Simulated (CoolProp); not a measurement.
Aqueous potassium formate as a coolant, 45 % by mass, freezing at -43.9 °C, 1 atm.

Model: Melinder's fits for secondary coolants, in CoolProp.

| T (°C) | cp (kJ/(kg K)) | density (kg/m³) | conductivity (W/(m K)) | viscosity (mPa s) |
|---|---|---|---|---|
| -4.1 | 2.718 | 1311 | 0.476 | 4.24 |
| -1.1 | 2.723 | 1310 | 0.479 | 3.87 |
| 1.9 | 2.729 | 1309 | 0.482 | 3.55 |
| 4.8 | 2.734 | 1308 | 0.486 | 3.29 |
| 7.8 | 2.739 | 1306 | 0.489 | 3.05 |
| 10.8 | 2.744 | 1305 | 0.493 | 2.83 |
| 13.8 | 2.750 | 1304 | 0.496 | 2.65 |
| 16.8 | 2.755 | 1302 | 0.499 | 2.48 |
| 19.8 | 2.761 | 1301 | 0.503 | 2.33 |
| 22.8 | 2.766 | 1300 | 0.506 | 2.19 |
| 25.8 | 2.772 | 1298 | 0.510 | 2.07 |
| 28.7 | 2.778 | 1297 | 0.513 | 1.95 |
| 31.7 | 2.783 | 1295 | 0.516 | 1.85 |
